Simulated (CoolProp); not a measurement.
Vapour-liquid equilibrium of C2F6 (R116) (1) + R134a (2) at 574 kPa; x and y are mole fractions of (1).

Model: multi-fluid Helmholtz-energy mixture model, Lemmon 2006 and Tillner-Roth 1994; pair parameters Bell 2016, in CoolProp.

Q: Give the bubble temperature and the first vapour's composition at x = 0.05, 0.35, 0.45. Is there an azeotrope?

A: x = 0.05: 278.4 K, y = 0.379; x = 0.35: 244.8 K, y = 0.856; x = 0.45: 242.5 K, y = 0.876. No azeotrope shows between x = 0.05 and 0.95.

The pair parameters rest on a limited set of measurements; away from them the model extrapolates. With so large a gap from Raoult's law the liquid may split in two, which this calculation doesn't test in full.
